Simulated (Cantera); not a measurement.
Input (Python, Cantera):

```python
import numpy as np
import cantera as ct

gas = ct.Solution("gri30.yaml", transport_model="multicomponent")
show = ['NH3', 'H', 'OH']

rows = []
print(f"{'T/K':>7s}{'rho':>11s}{'cp':>10s}{'mu':>11s}{'lambda':>11s}{'Pr':>7s}" + "".join(f"{'D_' + s:>11s}" for s in show))
for T in [400, 600, 800, 1000, 1200, 1400, 1600]:
    gas.TPX = T, 500000, {'NO': 0.66}
    Pr = gas.cp_mass * gas.viscosity / gas.thermal_conductivity
    D = [gas.mix_diff_coeffs_mole[gas.species_index(s)] for s in show]
    rows.append([gas.density, gas.cp_mass, gas.viscosity, gas.thermal_conductivity, Pr, *D])
    print(f"{T:7g}{gas.density:11.4e}{gas.cp_mass:10.1f}{gas.viscosity:11.4e}"
          f"{gas.thermal_conductivity:11.4e}{Pr:7.3f}" + "".join(f"{d:11.4e}" for d in D))
print("SI units: kg/m3, J/kg/K, Pa s, W/m/K, m2/s")
```

Result:

```
    T/K        rho        cp         mu     lambda     Pr      D_NH3        D_H       D_OH
    400 4.5111e+00     998.6 2.3120e-05 3.2481e-02  0.711 7.6482e-06 4.1160e-05 1.0474e-05
    600 3.0074e+00    1040.9 3.0618e-05 4.5000e-02  0.708 1.6061e-05 8.2879e-05 2.0852e-05
    800 2.2556e+00    1092.2 3.7097e-05 5.7257e-02  0.708 2.6710e-05 1.3493e-04 3.3778e-05
   1000 1.8044e+00    1132.7 4.2948e-05 6.8778e-02  0.707 3.9321e-05 1.9625e-04 4.9001e-05
   1200 1.5037e+00    1159.2 4.8363e-05 7.9307e-02  0.707 5.3716e-05 2.6611e-04 6.6347e-05
   1400 1.2889e+00    1181.0 5.3449e-05 8.9329e-02  0.707 6.9764e-05 3.4398e-04 8.5686e-05
   1600 1.1278e+00    1198.6 5.8275e-05 9.8884e-02  0.706 8.7373e-05 4.2945e-04 1.0692e-04
SI units: kg/m3, J/kg/K, Pa s, W/m/K, m2/s
```

Cantera simulation using GRI-Mech 3.0 (53 species, 325 reactions); the numbers are that mechanism's predictions, not measurements. The composition is frozen, though it would react at the higher temperatures.
